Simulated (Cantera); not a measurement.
An isothermal, constant-pressure homogeneous reactor starts with CH₄ : H₂ : CO₂ = 0.0059 : 1 : 0.018 (molar parts), at 1625 K and 0.0133 bar. Integrator tolerance rtol = 1e-08.

Computed with Cantera and GRI-Mech 3.0 (53 species, 325 reactions). Radical loss at walls, strong at low pressure, is not modelled.

What does this change do: H2 1 to 0.31 parts?


| quantity | before | after |
|---|---|---|
| x(CH₄) at 100 s | 0.000906 (gas-phase equilibrium 3.41e-10) | 0.00172 (gas-phase equilibrium 2.75e-10) |
| x(H₂) at 100 s | 0.962 (gas-phase equilibrium 0.965) | 0.890 (gas-phase equilibrium 0.896) |
| x(CO₂) at 100 s | 0.000100 (gas-phase equilibrium 8.89e-5) | 0.000932 (gas-phase equilibrium 0.000838) |
| x(O₂) at 100 s | 1.60e-12 (gas-phase equilibrium <1e-12) | 1.25e-11 (gas-phase equilibrium 8.67e-12) |
| x(C₂H) at 100 s | 4.18e-9 (gas-phase equilibrium <1e-12) | 7.58e-9 (gas-phase equilibrium <1e-12) |
| x(C₂H₄) at 100 s | 2.06e-6 (gas-phase equilibrium <1e-12) | 3.51e-6 (gas-phase equilibrium <1e-12) |
| x(HCO) at 100 s | 1.64e-10 (gas-phase equilibrium 1.88e-10) | 5.35e-10 (gas-phase equilibrium 5.38e-10) |
